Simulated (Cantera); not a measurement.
What does this Cantera script print?

```python
import numpy as np
import cantera as ct

gas_names = """
    Cu CuO Cu2 N NO NO2 NO3 N2 N2O O O2 O3
""".split()
cond_names = """
    Cu(cr) Cu(L) CuO(s) Cu2O(s) Cu2O(L)
""".split()


# ... load() reads the species with a 1 bar reference pressure and builds the phases ...
atoms = {
    'Cu': {'Cu': 1},
    'O2': {'O': 2},
    'N2': {'N': 2},
}
top_T = {'CuO(s)': 1390}  # K; cautious upper limits of use, not melting points


# ... equilibrate(T, P, feed) seeds the gas with the atoms and calls Mixture.equilibrate('TP', solver="vcs", rtol=1e-11, max_steps=5000) ...
results = []
feed = {'Cu': 1, 'O2': 0.0015, 'N2': 200}  # mol
T = 1025  # K
P = 133.322  # Pa
mix = equilibrate(T, P, feed)
results.append((T, P, feed, dict(zip(mix.species_names, mix.species_moles))))
print(gas.report(threshold=0.0001))
for i in range(1, mix.n_phases):
    print(f"{mix.phase(i).name:16s} {mix.phase_moles(i):12.5e} mol")
```

Result:

```
       temperature   1025 K
          pressure   133.32 Pa
           density   0.00043825 kg/m^3
  mean mol. weight   28.014 kg/kmol
   phase of matter   gas

                          1 kg             1 kmol
                     ---------------   ---------------
          enthalpy        7.9543e+05        2.2283e+07  J
   internal energy        4.9122e+05        1.3761e+07  J
           entropy             10139        2.8403e+05  J/K
    Gibbs function       -9.5968e+06       -2.6884e+08  J
 heat capacity c_p            1171.3             32812  J/K
 heat capacity c_v            874.48             24498  J/K

                      mass frac. Y      mole frac. X     chem. pot. / RT
                     ---------------   ---------------   ---------------
                N2                 1                 1           -31.546
     [  +11 minor]        3.6019e-07        2.8754e-07

Cu(cr)            9.94180e-01 mol
CuO(s)            0.00000e+00 mol
Cu2O(s)           2.90665e-03 mol
```

These are equilibrium values from Cantera (NASA tables, ideal gas, pure condensed phases), not measurements of a reactor. Mutual solubility and eutectic melting of coexisting phases are not modelled.
